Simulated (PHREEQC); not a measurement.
Solution (25 °C and 10 atm): 0.05 mol HCl, 0.00035 mol CaCl2 and 0.056 mol CuCl2 per kg of water. Closed to the air; pH follows from the charge balance.

All values are PHREEQC results (ion-association model, phreeqc.dat), not measurements.

```tsv
quantity	before	after
pH	1.40	3.32
ionic strength (mol/kgw)	0.205	0.00219
```

**Question.** Which change was made?
A. temperature from 25 to 10 °C
B. diluted 10-fold with water
C. CuCl2 replaced by LiCl at the same molality
D. 0.013 mol/kgw CuSO4 added
E. diluted 100-fold with water

**Answer.** E, diluted 100-fold with water

This is a speciation only: nothing precipitates in the calculation.
